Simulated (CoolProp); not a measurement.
Values from CoolProp's reference Helmholtz-energy equation of state, Thol 2016.

Problem. For hexamethyldisiloxane (MM), give the phase and the Z, cv (kJ/(kg K)), fugacity coefficient at 264.5 K and 9.68 MPa.

Solution. 
- 264.5 K and 9.68 MPa: liquid; Z 0.887, cv 1.47, fugacity coefficient 0.000194
